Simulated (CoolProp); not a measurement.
The fluid at 298.15 K and 8.31 MPa is throttled through a valve to 4.63 MPa with no heat exchange. The same conditions are run with several fluids, on thermodynamics alone (safety and materials aside).

The numbers come from the reference Helmholtz-energy equation of state of each fluid (CF4 (R14): Platzer 1990; oxygen: Schmidt 1985; carbon monoxide: Lemmon 2006; methane: Setzmann 1991; ethylene: Smukala 2000) in CoolProp. The equations of Platzer and Polt are older, rougher fits.

### Question
Rank CF4 (R14), oxygen, carbon monoxide, methane, ethylene by temperature change (K), highest first.

### Answer
carbon monoxide (-7.2), oxygen (-8.7), methane (-14.8), CF4 (R14) (-19.1), ethylene (-19.6)

```json
[
 {"fluid": "CF4 (R14)", "final phase": "supercritical", "final density (kg/m³)": "226"},
 {"fluid": "oxygen", "final phase": "gas", "final density (kg/m³)": "63.6"},
 {"fluid": "carbon monoxide", "final phase": "supercritical", "final density (kg/m³)": "54.3"},
 {"fluid": "methane", "final phase": "supercritical", "final density (kg/m³)": "34.8"},
 {"fluid": "ethylene", "final phase": "two-phase, vapour fraction 0.376", "final density (kg/m³)": "200"}
]
```
